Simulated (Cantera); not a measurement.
Reactions in the system N-Nb-O

Source: NASA polynomial tables (part measured, part estimated), evaluated in Cantera. Values are per mole of reaction as written; species without (g) are pure solids or liquids, kept so even where they would boil at 1 bar.

10 NO(g) + 2 Nb → Nb2O5 + 5 N2O(g)

```json
[
 {"T (K)": "1298", "ΔH° (kJ)": "-2362.9", "ΔS° (J/K)": "-895.4", "ΔG° (kJ)": "-1200.7", "log10 K": "48.32", "condensed phases": "Nb(s), Nb2O5(s)"},
 {"T (K)": "1373", "ΔH° (kJ)": "-2358.5", "ΔS° (J/K)": "-892.0", "ΔG° (kJ)": "-1133.7", "log10 K": "43.13", "condensed phases": "Nb(s), Nb2O5(s)"},
 {"T (K)": "1448", "ΔH° (kJ)": "-2354.0", "ΔS° (J/K)": "-888.9", "ΔG° (kJ)": "-1066.9", "log10 K": "38.49", "condensed phases": "Nb(s), Nb2O5(s)"},
 {"T (K)": "1523", "ΔH° (kJ)": "-2349.6", "ΔS° (J/K)": "-885.9", "ΔG° (kJ)": "-1000.4", "log10 K": "34.31", "condensed phases": "Nb(s), Nb2O5(s)"},
 {"T (K)": "1598", "ΔH° (kJ)": "-2345.1", "ΔS° (J/K)": "-883.0", "ΔG° (kJ)": "-934.0", "log10 K": "30.53", "condensed phases": "Nb(s), Nb2O5(s)"},
 {"T (K)": "1673", "ΔH° (kJ)": "-2340.7", "ΔS° (J/K)": "-880.4", "ΔG° (kJ)": "-867.9", "log10 K": "27.10", "condensed phases": "Nb(s), Nb2O5(s)"},
 {"T (K)": "1748", "ΔH° (kJ)": "-2336.3", "ΔS° (J/K)": "-877.8", "ΔG° (kJ)": "-802.0", "log10 K": "23.96", "condensed phases": "Nb(s), Nb2O5(s)"},
 {"T (K)": "1823", "ΔH° (kJ)": "-2225.5", "ΔS° (J/K)": "-815.7", "ΔG° (kJ)": "-738.5", "log10 K": "21.16", "condensed phases": "Nb(s), Nb2O5(l)"},
 {"T (K)": "1898", "ΔH° (kJ)": "-2216.8", "ΔS° (J/K)": "-811.0", "ΔG° (kJ)": "-677.5", "log10 K": "18.64", "condensed phases": "Nb(s), Nb2O5(l)"},
 {"T (K)": "1973", "ΔH° (kJ)": "-2208.1", "ΔS° (J/K)": "-806.5", "ΔG° (kJ)": "-616.8", "log10 K": "16.33", "condensed phases": "Nb(s), Nb2O5(l)"},
 {"T (K)": "2048", "ΔH° (kJ)": "-2199.5", "ΔS° (J/K)": "-802.3", "ΔG° (kJ)": "-556.5", "log10 K": "14.19", "condensed phases": "Nb(s), Nb2O5(l)"}
]
```
